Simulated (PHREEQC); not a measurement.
A solution holds 0.54 mmol/kgw Ba(NO3)2, at 25 °C. Closed to the air; pH follows from the charge balance.

All values are PHREEQC results (ion-association model, phreeqc.dat), not measurements.

No solid was allowed to form.

### Question
What specific conductance does the model give?

### Answer
specific conductance 139 µS/cm.
